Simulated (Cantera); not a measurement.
Cantera run, input and output.

```python
import numpy as np
import cantera as ct

gas = ct.Solution("gri30.yaml")
gas.TPX = 1273, 101325, {'C2H6': 1, 'N2': 4.3}
reactor = ct.IdealGasConstPressureReactor(gas, energy="off", clone=False)
net = ct.ReactorNet([reactor])
net.rtol, net.atol = 1e-08, 1e-18
show = ['C2H6', 'C2H4', 'H2', 'HCN', 'C2H2', 'H', 'CH2']
times = np.geomspace(0.0001, 20, 15)

steps = ct.SolutionArray(gas, extra=["t"])
rows = []
print(f"{'t/s':>10s}{'T/K':>9s}{'P/Pa':>11s}" + "".join(f"{s:>11s}" for s in show))
for t in times:
    while net.time < t:
        t_next = net.step()
        steps.append(gas.state, t=t_next)
    rows.append([np.interp(t, steps.t, y) for y in (steps.T, steps.P, *steps(*show).X.T)])
    print(f"{t:10.3e}{rows[-1][0]:9.1f}{rows[-1][1]:11.4g}" + "".join(f"{x:11.3e}" for x in rows[-1][2:]))
rate = np.gradient(steps.T, steps.t)
print("integrator steps:", len(steps.t))
if steps.T.max() > steps.T[0] + 200:
    print(f"time of steepest temperature rise: {steps.t[rate.argmax()]:.4e} s")
gas.TPX = 1273, 101325, {'C2H6': 1, 'N2': 4.3}
gas.equilibrate("TP")
print(f"equilibrium (TP): T = {gas.T:.1f} K  " + "  ".join(f"{s} {gas[s].X[0]:.3e}" for s in show))
```

Result:

```
       t/s      T/K       P/Pa       C2H6       C2H4         H2        HCN       C2H2          H        CH2
 1.000e-04   1273.0  1.013e+05  1.869e-01  1.249e-03  1.211e-03  6.953e-12  6.943e-07  2.878e-06  1.736e-09
 2.391e-04   1273.0  1.013e+05  1.813e-01  5.469e-03  5.243e-03  2.467e-11  1.478e-05  3.888e-06  2.980e-09
 5.719e-04   1273.0  1.013e+05  1.675e-01  1.606e-02  1.543e-02  4.196e-11  1.293e-04  4.140e-06  2.965e-09
 1.368e-03   1273.0  1.013e+05  1.379e-01  3.843e-02  3.742e-02  5.620e-11  7.237e-04  4.537e-06  2.651e-09
 3.270e-03   1273.0  1.013e+05  8.494e-02  7.695e-02  7.710e-02  6.785e-11  3.081e-03  5.272e-06  2.013e-09
 7.820e-03   1273.0  1.013e+05  2.680e-02  1.141e-01  1.229e-01  7.604e-11  1.008e-02  5.616e-06  9.600e-10
 1.870e-02   1273.0  1.013e+05  4.302e-03  1.174e-01  1.470e-01  7.909e-11  2.199e-02  3.418e-06  2.029e-10
 4.472e-02   1273.0  1.013e+05  1.266e-03  1.048e-01  1.583e-01  7.959e-11  3.442e-02  2.041e-06  6.179e-11
 1.069e-01   1273.0  1.013e+05  9.339e-04  8.659e-02  1.696e-01  8.003e-11  4.968e-02  1.843e-06  4.621e-11
 2.557e-01   1273.0  1.013e+05  7.573e-04  6.687e-02  1.797e-01  8.149e-11  6.552e-02  1.705e-06  3.868e-11
 6.116e-01   1273.0  1.013e+05  6.293e-04  5.586e-02  1.802e-01  8.535e-11  7.283e-02  1.461e-06  3.279e-11
 1.462e+00   1273.0  1.013e+05  5.499e-04  5.138e-02  1.712e-01  9.290e-11  7.309e-02  1.164e-06  2.825e-11
 3.497e+00   1273.0  1.013e+05  4.614e-04  4.672e-02  1.574e-01  1.048e-10  7.207e-02  8.540e-07  2.258e-11
 8.363e+00   1273.0  1.013e+05  3.677e-04  4.127e-02  1.412e-01  1.213e-10  7.081e-02  5.917e-07  1.675e-11
 2.000e+01   1273.0  1.013e+05  2.845e-04  3.577e-02  1.244e-01  1.425e-10  6.944e-02  4.041e-07  1.206e-11
integrator steps: 1572
equilibrium (TP): T = 1273.0 K  C2H6 1.521e-04  C2H4 2.014e-02  H2 1.119e-01  HCN 6.508e-02  C2H2 4.335e-02  H 2.385e-07  CH2 6.198e-12
```

Model: GRI-Mech 3.0 (53 species, 325 reactions), integrated in Cantera. GRI-Mech 3.0 stops at C3 and has no aromatics, soot or wall deposition, so with more carbon than oxygen in the feed, carbon stays in small species such as C2H2 where larger ones or solid carbon would form.
